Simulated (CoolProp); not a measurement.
A simple Rankine cycle with water: condensing at 288.15 K, boiler at 8.9 MPa, turbine inlet 615.7 K, turbine efficiency 0.7, pump efficiency 0.6, no recuperator. Each further row changes one setting.

Values from CoolProp's reference Helmholtz-energy equation of state, Wagner 2002.

| case | thermal efficiency (%) | net work (kJ/kg) | heat in (kJ/kg) | turbine exit temperature (K) | volume ratio over the turbine |
|---|---|---|---|---|---|
| as stated | 29.0 | 829 | 2860 | 288.1 | 2510 |
| turbine inlet 635.7 K | 29.2 | 856 | 2930 | 288.1 | (withheld) |
| condensing temperature 280.15 K | (withheld) | (withheld) | (withheld) | 280.2 | 4130 |
| boiler pressure 6.23 MPa | 28.4 | (withheld) | (withheld) | 288.1 | (withheld) |
| turbine efficiency 0.6 | 24.8 | 708 | 2860 | 288.1 | 2660 |

Problem. Some entries are withheld; supply them.

Solution. 
- turbine inlet 635.7 K, volume ratio over the turbine: 2390
- condensing temperature 280.15 K, thermal efficiency (%): 29.8
- condensing temperature 280.15 K, net work (kJ/kg): 861
- condensing temperature 280.15 K, heat in (kJ/kg): 2890
- boiler pressure 6.23 MPa, net work (kJ/kg): 836
- boiler pressure 6.23 MPa, heat in (kJ/kg): 2940
- boiler pressure 6.23 MPa, volume ratio over the turbine: 1680

The expansion ends wet for: as stated; turbine inlet 635.7 K; condensing temperature 280.15 K; boiler pressure 6.23 MPa; turbine efficiency 0.6.
